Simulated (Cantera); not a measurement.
**Thermodynamics of silicon carbide growth, feed SiH2Cl2 + CH4 + H2**

Charge: 1 mol SiH2Cl2, 0.25 mol CH4, 380 mol H2, equilibrated at 2323 K and 1.70 mbar.

Method: chemical equilibrium by Gibbs-energy minimisation in Cantera with the NASA 1993 tables (ideal gas, pure condensed phases). Candidate condensed phases: C, C6H6, C7H8, C8H18, Si, SiC; 109 gas species. Equilibrium is a limit: real reactors are often held back by kinetics, nucleation or transport.

```json
{
  "x(H2)": "0.762",
  "x(H)": "0.231",
  "x(HCl)": "0.00379",
  "x(Si)": "0.00225",
  "x(Cl)": "0.000823",
  "x(C2H2 (acetylene))": "0.000258",
  "x(SiH)": "2.85e-5",
  "x(SiC2)": "2.35e-5",
  "x(C2H)": "3.74e-6",
  "gas_amount": "433.7 mol",
  "log10 activity of C(graphite) (absent)": "-0.58",
  "log10 activity of Si(l) (absent)": "-2.47"
}
```
